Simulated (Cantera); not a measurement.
Mixture: CH4 : O2 : N2 = 1 : 2 : 13.2 (molar parts), at 345 Torr, adiabatic and at constant volume. Ignition delay is the time to a rise of 400 K.

Computed with Cantera and GRI-Mech 3.0 (53 species, 325 reactions).

Predict: delay at 1248 K; delay at 1348 K; delay at 1448 K; delay at 1548 K; delay at 1648 K; apparent activation energy between 1548 and 1648 K.


| Quantity | Value |
|---|---|
| delay at 1248 K | 71.1 ms |
| delay at 1348 K | 18.4 ms |
| delay at 1448 K | 5.58 ms |
| delay at 1548 K | 2.03 ms |
| delay at 1648 K | 0.874 ms |
| apparent activation energy between 1548 and 1648 K | 180 kJ/mol |
